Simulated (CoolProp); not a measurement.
Vapour-liquid equilibrium of n-hexane (1) + m-xylene (2) at 35.8 kPa; x and y are mole fractions of (1).

Values from CoolProp's multi-fluid Helmholtz-energy mixture model, Thol 2019 and Zhou 2012; pair parameters Bell 2016.

```csv
x,bubble temperature (°C),y at the bubble point,dew temperature at overall composition x (°C),liquid density (mol/L)
0.05,94.6,0.311,102.8,7.490
0.15,78.7,0.656,99.8,7.576
0.25,67.3,0.809,96.7,7.622
0.35,59.3,0.883,93.1,7.637
0.45,53.6,0.922,89.1,7.630
0.55,49.6,0.945,84.5,7.608
0.65,46.6,0.960,79.1,7.575
0.75,44.3,0.972,72.3,7.538
0.85,42.2,0.982,63.2,7.500
0.95,40.1,0.993,48.6,7.464
```

No azeotrope shows between x = 0.05 and 0.95.

Pair parameters are fitted to limited data, so mixtures are less certain than the pure fluids.
